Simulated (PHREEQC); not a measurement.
# Arsenic or selenium liquor (model solution)

Solution (25 °C): 64 mmol/kgw Na2HAsO4, 51 mmol/kgw H3PO4 and 0.1 mmol/kgw ZnSO4. Closed to the air; pH follows from the charge balance.

All values are PHREEQC results (ion-association model, wateq4f.dat), not measurements.

This is a speciation only: nothing precipitates in the calculation.

**Question.** Estimate the pH, ionic strength.

**Answer.** pH 5.92; ionic strength 0.141 mol/kgw.

**Question.** In which forms is P present?

**Answer.** H2PO4- 89 %, HPO4-2 10 %, NaHPO4- 0.9 % of the P.

Saturation is exceeded, for instance for Zn3(PO4)2:4w; the values hold only as long as no solid forms. H3PO4, which wateq4f.dat lacks, is added to it with the constant of phreeqc.dat. The database has no phosphate complexes of Zn. The database has no arsenate complexes of Zn.
